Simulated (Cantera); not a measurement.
A freely propagating, adiabatic, planar premixed flame of CH4 : O2 : N2 = 1 : 1.54 : 5.85 (molar parts), equivalence ratio 1.3, unburnt at 600 K and 2.47 atm; mixture-averaged transport, grid criteria slope 0.08 and curve 0.16, no radiation.

Computed with Cantera and GRI-Mech 3.0 (53 species, 325 reactions). Burning velocities carry a grid error of a few per cent, more on coarse grids.

Task: What does this change do: inlet temperature 600 to 450 K?

Result: 
```
quantity                     before      after
------------------------  ---------  ---------
laminar burning velocity  68.2 cm/s  33.1 cm/s
thermal thickness          0.206 mm   0.285 mm
peak x(CH3)                 0.00347    0.00255
peak x(H2O2)                1.95e-5    2.50e-5
peak x(C2H2)                0.00116    0.00119
peak x(C2H)                 2.01e-6    1.19e-6
```
